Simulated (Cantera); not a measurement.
Input: 1 mol SiC, 0.0025 mol H2O, 1.6 mol N2, at 1400 K and 10.0 Torr.

Cantera equilibrium calculation (NASA polynomials, part measured and part estimated; ideal gas, pure solids and liquids). Candidate condensed phases: C, C6H6, C7H8, C8H18, H2O, Si, SiC, SiO2, Si2N2O, Si3N4; 151 gas species. N2 is the only nitrogen source here; it is nearly inert below about 1500 K, so the nitride shown seldom forms there in practice. Mutual solubility and eutectic melting of coexisting phases are not modelled. The numbers say what is thermodynamically allowed, not how fast it happens.

Base state: N2 0.998, H2 0.00155, CO 0.000344, HCN 1.95e-5 (mole fractions); condensed: C(graphite) + SiC(s) + Si2N2O(s).

**Question.** What changes in the equilibrium state with this change: pressure from 10.0 Torr to 69.8 Torr?

**Answer.** 
| species | before | after |
|---|---|---|
| N2 | 0.998 | 0.997 |
| H2 | 0.00155 | 0.00266 |
| CO | 0.000344 | 6.65e-5 |
| HCN | 1.95e-5 | 2.55e-5 |
| C(graphite), mol | 0.00332 | 1.000 |
| SiC(s), mol | 0.996 | 0 |
| Si2N2O(s), mol | 0.00195 | 0.00244 |
| Si3N4(s), mol | 0 | 0.332 |
